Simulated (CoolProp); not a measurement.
Model: reference Helmholtz-energy equation of state, Gao 2022, in CoolProp.

**Question.** Give the vapour pressure (MPa), liquid density (kg/m³), vapour Z of saturated n-perfluorohexane at 229.7, 299.9, 343.8 K.

**Answer.** 
```json
[
 {"T (K)": "229.7", "p (MPa)": "0.000444", "liquid density (kg/m³)": "1870", "vapour Z": "0.999"},
 {"T (K)": "299.9", "p (MPa)": "0.0317", "liquid density (kg/m³)": "1670", "vapour Z": "0.974"},
 {"T (K)": "343.8", "p (MPa)": "0.157", "liquid density (kg/m³)": "1530", "vapour Z": "0.914"}
]
```
